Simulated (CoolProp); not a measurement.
Vapour-liquid equilibrium of R1234yf (1) + R227EA (2) at 0.00216 MPa; x and y are mole fractions of (1).

Model: multi-fluid Helmholtz-energy mixture model, Lemmon 2022 and Lemmon 2016; pair parameters Bell 2016, in CoolProp.

```json
[
 {"x": "0.05", "bubble temperature, mixture model (K)": "___", "bubble temperature, Raoult's law (K)": "192.8", "y, mixture model": "___", "y, Raoult's law": "0.122"},
 {"x": "0.2", "bubble temperature, mixture model (K)": "190.1", "bubble temperature, Raoult's law (K)": "190.3", "y, mixture model": "0.411", "y, Raoult's law": "0.404"},
 {"x": "0.35", "bubble temperature, mixture model (K)": "188.1", "bubble temperature, Raoult's law (K)": "188.2", "y, mixture model": "___", "y, Raoult's law": "0.599"},
 {"x": "0.5", "bubble temperature, mixture model (K)": "186.3", "bubble temperature, Raoult's law (K)": "186.4", "y, mixture model": "___", "y, Raoult's law": "0.739"},
 {"x": "0.65", "bubble temperature, mixture model (K)": "184.8", "bubble temperature, Raoult's law (K)": "184.9", "y, mixture model": "___", "y, Raoult's law": "0.842"},
 {"x": "0.8", "bubble temperature, mixture model (K)": "183.5", "bubble temperature, Raoult's law (K)": "183.5", "y, mixture model": "___", "y, Raoult's law": "0.921"},
 {"x": "0.95", "bubble temperature, mixture model (K)": "___", "bubble temperature, Raoult's law (K)": "182.3", "y, mixture model": "___", "y, Raoult's law": "0.983"}
]
```

Question: Fill in the missing entries.

Answer: 
- 0.05, bubble temperature, mixture model (K): 192.7
- 0.05, y, mixture model: 0.128
- 0.35, y, mixture model: 0.600
- 0.5, y, mixture model: 0.736
- 0.65, y, mixture model: 0.839
- 0.8, y, mixture model: 0.919
- 0.95, bubble temperature, mixture model (K): 182.2
- 0.95, y, mixture model: 0.982

The largest gap from Raoult's law is -0.2 K in bubble temperature, at x = 0.2. No azeotrope shows between x = 0.05 and 0.95.

The pair parameters rest on a limited set of measurements; away from them the model extrapolates.
